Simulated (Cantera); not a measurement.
A Cantera script and its output.

```python
import numpy as np
import cantera as ct

surf = ct.Interface("ptcombust.yaml", "Pt_surf")
gas = surf.adjacent["gas"]
gas.TPX = 825, 170000, {'H2': 0.0039, 'O2': 0.015, 'N2': 0.79}
surf.TP = 825, 170000
reactor = ct.FlowReactor(gas, clone=False)
reactor.area = 0.0001  # m2
reactor.surface_area_to_volume_ratio = 320  # 1/m
reactor.mass_flow_rate = 0.12 * reactor.area * gas.density  # inlet velocity 0.12 m/s
reactor.energy_enabled = False
wall = ct.ReactorSurface(surf, reactor, clone=False)
net = ct.ReactorNet([reactor])
net.rtol, net.atol = 1e-8, 1e-16
show, cover = ['H2', 'O2', 'H2O'], ['PT(S)', 'H(S)', 'O(S)', 'OH(S)', 'CO(S)', 'C(S)']

rows = []
print(f"{'z/m':>9s}{'u/(m/s)':>9s}" + "".join(f"{s:>13s}" for s in show + cover))
for z in [9.2e-05, 0.00016, 0.00029, 0.00052, 0.00092, 0.0016, 0.0029, 0.0052, 0.0092]:
    net.advance(z)
    rows.append([reactor.speed, *gas[show].X, *surf[cover].coverages])
    print(f"{z:9.4g}{rows[-1][0]:9.3g}" + "".join(f"{x:13.4e}" for x in rows[-1][1:]))
```

It prints:

```
      z/m  u/(m/s)           H2           O2          H2O        PT(S)         H(S)         O(S)        OH(S)        CO(S)         C(S)
  9.2e-05     0.12   7.7581e-04   1.6554e-02   4.0553e-03   1.2286e-01   4.2859e-08   8.7447e-01   2.6631e-03   1.8437e-27   4.6588e-30
  0.00016     0.12   3.9238e-04   1.6365e-02   4.4397e-03   9.8366e-02   2.9764e-08   8.9916e-01   2.4718e-03   1.1384e-28   2.6642e-31
  0.00029     0.12   1.3241e-04   1.6237e-02   4.7003e-03   8.5167e-02   2.3407e-08   9.1248e-01   2.3525e-03   8.0461e-28   1.8487e-30
  0.00052     0.12   2.3059e-05   1.6183e-02   4.8099e-03   8.0362e-02   2.1217e-08   9.1733e-01   2.3058e-03  -5.4789e-26  -1.1533e-28
  0.00092     0.12   1.2029e-06   1.6173e-02   4.8318e-03   7.9451e-02   2.0809e-08   9.1825e-01   2.2967e-03   1.8206e-28   4.0882e-31
   0.0016     0.12   8.0888e-09   1.6172e-02   4.8330e-03   7.9401e-02   2.0787e-08   9.1830e-01   2.2962e-03   1.6034e-28   3.5035e-31
   0.0029     0.12   6.6363e-13   1.6172e-02   4.8330e-03   7.9401e-02   2.0786e-08   9.1830e-01   2.2962e-03  -2.2154e-26  -7.9179e-29
   0.0052     0.12   9.3034e-14   1.6172e-02   4.8330e-03   7.9401e-02   2.0786e-08   9.1830e-01   2.2962e-03   4.8845e-29   7.2785e-31
   0.0092     0.12   9.2863e-14   1.6172e-02   4.8330e-03   7.9401e-02   2.0786e-08   9.1830e-01   2.2962e-03   3.7843e-26   6.5393e-31
```

Cantera simulation using Deutschmann's 1995 Pt surface mechanism with GRI-Mech 3.0 gas chemistry; the numbers are that mechanism's predictions, not measurements. Catalytic surfaces can have several steady states; this one follows from the mechanism file's or the stated starting coverage. Mass transfer to the wall is taken as infinitely fast.
